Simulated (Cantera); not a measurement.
Input: 1 mol Si₃H₈, 3.7 mol HCl, 31 mol H₂, at 1725 K and 9.75 Torr.

Cantera equilibrium calculation (NASA polynomials, part measured and part estimated; ideal gas, pure solids and liquids). Candidate condensed phases: Si; 19 gas species. The feed counts by its element totals alone. The tables' values for SiCl₃, SiCl are old estimates; treat these amounts as uncertain. Gases not in the tables: Si₂H₆ and higher silanes. The numbers say what is thermodynamically allowed, not how fast it happens.

Base state: H₂ 0.918, HCl 0.0642, SiCl₂ 0.0155, H 0.00156, Cl 8.45e-5, SiCl₃ 8.41e-5, SiCl 8.21e-5, Si 7.81e-5 (mole fractions); condensed: Si(l).

Question: What changes in the equilibrium state with this change: temperature from 1725 K to 1298 K?

Answer: 
```tsv
species	before	after
H₂	0.918	0.921
HCl	0.0642	0.0649
SiCl₂	0.0155	0.0122
H	0.00156	9.02e-6
Si	7.81e-5	3.13e-9
SiH	1.22e-5	2.87e-9
SiCl₄	8.55e-7	0.000551
SiCl	8.21e-5	1.28e-7
SiH₂	1.58e-5	6.80e-8
Si(l), mol	2.39	0
Si(s), mol	0	2.45
```
The tables' values for SiCl₃ are old estimates; treat these amounts as uncertain.
